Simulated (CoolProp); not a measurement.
Saturation properties of octamethylcyclotetrasiloxane (D4) (Tc = 313.4 °C, pc = 1347 kPa, ω = 0.598).

Model: reference Helmholtz-energy equation of state, Thol 2015, in CoolProp.

```csv
T (°C),p (kPa),liquid density (kg/m³),vapour density (kg/m³),enthalpy of vaporisation (kJ/kg),liquid cp (kJ/(kg K)),surface tension (mN/m)
150.45,50.73,799.7,4.480,140.6,1.933,9.05
169.25,85.67,774.4,7.412,133.4,1.980,7.80
188.15,137.4,747.6,11.75,125.8,2.029,6.58
207.05,210.5,719.0,18.00,117.7,2.081,5.40
225.85,309.7,688.1,26.82,108.8,2.139,4.27
244.75,442.2,653.6,39.45,98.71,2.207,3.19
263.55,613.8,613.8,57.78,86.94,2.298,2.16
282.45,835.6,564.0,86.47,72.08,2.455,1.22
```

It boils at 175.7 °C under 1 atm.

Surface tension comes from a separate correlation (Mulero 2014), older than this fluid's equation and unchecked against measurements.
